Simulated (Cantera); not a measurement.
Ignition delay

Mixture: 6.87 % CH4, 0.447 % C2H6, 0.495 % C3H8, 19.3 % O2, 72.9 % N2, at 2.37 atm, adiabatic and at constant pressure. Ignition delay is the time to a rise of 400 K.

Model: GRI-Mech 3.0 (53 species, 325 reactions), integrated in Cantera.

| T0 (K) | delay (ms) |
|---|---|
| 1225 | 2.88 |
| 1275 | 1.44 |
| 1325 | 0.742 |
| 1375 | 0.400 |
| 1425 | 0.227 |
| 1475 | 0.135 |
| 1525 | 0.0846 |

The apparent activation energy between 1425 and 1525 K is 180 kJ/mol.
